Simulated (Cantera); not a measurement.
Input (Python, Cantera):

```python
import numpy as np
import cantera as ct

gas = ct.Solution("gri30.yaml")
gas.TPX = 1700, 101325, {'C2H4': 1, 'H2': 34}
reactor = ct.IdealGasConstPressureReactor(gas, energy="off", clone=False)
net = ct.ReactorNet([reactor])
net.rtol, net.atol = 1e-08, 1e-18
show = ['C2H4', 'H2', 'CH3', 'CH2', 'CH4']
times = np.geomspace(0.0005, 70, 14)

steps = ct.SolutionArray(gas, extra=["t"])
rows = []
print(f"{'t/s':>10s}{'T/K':>9s}{'P/Pa':>11s}" + "".join(f"{s:>11s}" for s in show))
for t in times:
    while net.time < t:
        t_next = net.step()
        steps.append(gas.state, t=t_next)
    rows.append([np.interp(t, steps.t, y) for y in (steps.T, steps.P, *steps(*show).X.T)])
    print(f"{t:10.3e}{rows[-1][0]:9.1f}{rows[-1][1]:11.4g}" + "".join(f"{x:11.3e}" for x in rows[-1][2:]))
rate = np.gradient(steps.T, steps.t)
print("integrator steps:", len(steps.t))
if steps.T.max() > steps.T[0] + 200:
    print(f"time of steepest temperature rise: {steps.t[rate.argmax()]:.4e} s")
gas.TPX = 1700, 101325, {'C2H4': 1, 'H2': 34}
gas.equilibrate("TP")
print(f"equilibrium (TP): T = {gas.T:.1f} K  " + "  ".join(f"{s} {gas[s].X[0]:.3e}" for s in show))
```

It prints:

```
       t/s      T/K       P/Pa       C2H4         H2        CH3        CH2        CH4
 5.000e-04   1700.0  1.013e+05  2.040e-02  9.715e-01  6.588e-07  1.885e-09  1.385e-04
 1.244e-03   1700.0  1.013e+05  7.340e-03  9.716e-01  1.646e-06  1.170e-09  5.219e-04
 3.095e-03   1700.0  1.013e+05  1.442e-03  9.716e-01  2.724e-06  6.875e-10  8.002e-04
 7.701e-03   1700.0  1.013e+05  1.218e-03  9.714e-01  4.006e-06  9.113e-10  1.132e-03
 1.916e-02   1700.0  1.013e+05  1.201e-03  9.710e-01  6.584e-06  1.330e-09  1.920e-03
 4.767e-02   1700.0  1.013e+05  1.164e-03  9.701e-01  1.229e-05  2.220e-09  3.734e-03
 1.186e-01   1700.0  1.013e+05  1.084e-03  9.681e-01  2.378e-05  3.951e-09  7.519e-03
 2.951e-01   1700.0  1.013e+05  9.665e-04  9.651e-01  4.069e-05  6.424e-09  1.322e-02
 7.342e-01   1700.0  1.013e+05  9.002e-04  9.633e-01  5.024e-05  7.795e-09  1.649e-02
 1.827e+00   1700.0  1.013e+05  8.953e-04  9.632e-01  5.095e-05  7.895e-09  1.673e-02
 4.545e+00   1700.0  1.013e+05  8.953e-04  9.632e-01  5.095e-05  7.895e-09  1.673e-02
 1.131e+01   1700.0  1.013e+05  8.953e-04  9.632e-01  5.095e-05  7.895e-09  1.673e-02
 2.813e+01   1700.0  1.013e+05  8.953e-04  9.632e-01  5.095e-05  7.895e-09  1.673e-02
 7.000e+01   1700.0  1.013e+05  8.953e-04  9.632e-01  5.095e-05  7.895e-09  1.673e-02
integrator steps: 855
equilibrium (TP): T = 1700.0 K  C2H4 8.953e-04  H2 9.632e-01  CH3 5.095e-05  CH2 7.895e-09  CH4 1.673e-02
```

Computed with Cantera and GRI-Mech 3.0 (53 species, 325 reactions). GRI-Mech 3.0 was tuned for natural gas; its chemistry of ethylene as a main component is partial and can be far from experiment. GRI-Mech 3.0 stops at C3 and has no aromatics, soot or wall deposition, so with more carbon than oxygen in the feed, carbon stays in small species such as C2H2 where larger ones or solid carbon would form.
